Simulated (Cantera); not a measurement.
**Formation from one mole of Cl2**

Cantera with NASA thermochemical tables; ideal gases at 1 bar, condensed phases pure. Values are per mole of reaction as written; species without (g) are pure solids or liquids, kept so even where they would boil at 1 bar.

Pb + Cl2(g) → PbCl2(g)

```tsv
T (K)	ΔH° (kJ)	ΔS° (J/K)	ΔG° (kJ)	log10 K	condensed phases
300	-174.1	29.3	-182.9	31.84	Pb(s)
1125	-185.9	10.6	-197.8	9.18	Pb(l)
1200	-186.5	10.1	-198.6	8.64	Pb(l)
1275	-187.1	9.6	-199.3	8.17	Pb(l)
1350	-187.7	9.1	-200.0	7.74	Pb(l)
1425	-188.3	8.6	-200.7	7.36	Pb(l)
1500	-189.0	8.2	-201.3	7.01	Pb(l)
1575	-189.6	7.8	-201.9	6.70	Pb(l)
1650	-190.2	7.5	-202.5	6.41	Pb(l)
1725	-190.8	7.1	-203.0	6.15	Pb(l)
1800	-191.4	6.7	-203.5	5.91	Pb(l)
```

0.6667 B + Cl2(g) → 0.6667 BCl3(g)

```csv
T (K),ΔH° (kJ),ΔS° (J/K),ΔG° (kJ),log10 K
300,-268.6,-33.5,-258.6,45.02
1125,-269.0,-34.0,-230.8,10.71
1200,-269.1,-34.1,-228.2,9.93
1275,-269.2,-34.2,-225.6,9.24
1350,-269.3,-34.2,-223.1,8.63
1425,-269.4,-34.3,-220.5,8.08
1500,-269.5,-34.4,-217.9,7.59
1575,-269.7,-34.5,-215.3,7.14
1650,-269.8,-34.6,-212.8,6.74
1725,-270.0,-34.7,-210.2,6.36
1800,-270.2,-34.8,-207.5,6.02
```

Ca + Cl2(g) → CaCl2

| T (K) | ΔH° (kJ) | ΔS° (J/K) | ΔG° (kJ) | log10 K | condensed phases |
|---|---|---|---|---|---|
| 300 | -795.8 | -160.9 | -747.5 | 130.15 | Ca(s), CaCl2(s) |
| 1125 | -764.5 | -124.2 | -624.8 | 29.01 | Ca(l), CaCl2(l) |
| 1200 | -762.5 | -122.4 | -615.6 | 26.79 | Ca(l), CaCl2(l) |
| 1275 | -760.4 | -120.8 | -606.4 | 24.84 | Ca(l), CaCl2(l) |
| 1350 | -758.4 | -119.2 | -597.4 | 23.12 | Ca(l), CaCl2(l) |
| 1425 | -756.4 | -117.8 | -588.6 | 21.57 | Ca(l), CaCl2(l) |
| 1500 | -754.4 | -116.4 | -579.8 | 20.19 | Ca(l), CaCl2(l) |
| 1575 | -752.4 | -115.1 | -571.1 | 18.94 | Ca(l), CaCl2(l) |
| 1650 | -750.3 | -113.8 | -562.5 | 17.81 | Ca(l), CaCl2(l) |
| 1725 | -748.4 | -112.7 | -554.0 | 16.78 | Ca(l), CaCl2(l) |
| 1800 | -746.4 | -111.5 | -545.6 | 15.83 | Ca(l), CaCl2(l) |
